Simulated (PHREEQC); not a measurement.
0.2 mol of Iodyrite (AgI) is brought to equilibrium with 1 kg of water, at 30 °C under several pressures of CO2. Oxygen is held at 0.21 atm. Only these solids could form: Iodyrite, Ag2O, Ag2CO3.

Equilibrium calculation in PHREEQC: ion-association model, wateq4f.dat.

Task: Predict CO2 (mol/kgw) at log pCO2 (atm) = -3, -2.5, -1.5, -0.5.

Result: 
```json
[
 {"log pCO2 (atm)": "-3", "CO2 (mol/kgw)": "2.99e-5"},
 {"log pCO2 (atm)": "-2.5", "CO2 (mol/kgw)": "9.45e-5"},
 {"log pCO2 (atm)": "-1.5", "CO2 (mol/kgw)": "0.000945"},
 {"log pCO2 (atm)": "-0.5", "CO2 (mol/kgw)": "0.00945"}
]
```

Species that the database lacks are ignored.
